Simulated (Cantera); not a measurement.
# Al(CH3)3 + N2 + N2O (aluminium nitride and oxide growth)

Input: 1 mol Al(CH3)3, 2.8 mol N2, 2.9 mol N2O, at 0.920 bar.

Method: chemical equilibrium by Gibbs-energy minimisation in Cantera with the NASA 1993 tables (ideal gas, pure condensed phases). Candidate condensed phases: Al, AlN, Al2O3, C, C6H6, C7H8, C8H18, H2O; 148 gas species. The feed counts by its element totals alone. Mutual solubility and eutectic melting of coexisting phases are not modelled. Rates play no part.

```
T (K)  log p N2  log p H2  log p CO  log p H2O  log p CH4  log p CO2  n Al2O3(s)  n C(graphite)  n AlN(s)
-----  --------  --------  --------  ---------  ---------  ---------  ----------  -------------  --------
975       -0.33     -0.48     -1.07      -1.78      -1.87      -2.16       0.500           1.72         0
1050      -0.34     -0.46     -0.99      -2.20      -2.17      -2.65       0.500           1.62         0
1125      -0.34     -0.46     -0.97      -2.61      -2.45      -3.17       0.500           1.59         0
1200      -0.34     -0.45     -0.96      -3.00      -2.71      -3.64       0.500           1.59         0
1275      -0.34     -0.45     -0.96      -3.34      -2.93      -4.07       0.500           1.59         0
1350      -0.34     -0.45     -0.96      -3.65      -3.14      -4.45       0.500           1.59         0
1425      -0.34     -0.45     -0.95      -3.92      -3.32      -4.78       0.500           1.59         0
1500      -0.34     -0.45     -0.95      -4.17      -3.49      -5.09       0.500           1.59         0
1575      -0.35     -0.45     -0.95      -4.39      -3.64      -5.36       0.500           1.59         0
1650      -0.35     -0.45     -0.95      -4.59      -3.77      -5.61       0.500           1.58         0
1725      -0.35     -0.45     -0.93      -4.76      -3.90      -5.78       0.471           1.49    0.0587
```
log p: log10 of the partial pressure in bar; n: condensed amount in mol.

From 975 K to 1650 K the condensed part is Al2O3(s) + C(graphite). At 1725 K the condensed part is AlN(s) + Al2O3(s) + C(graphite).
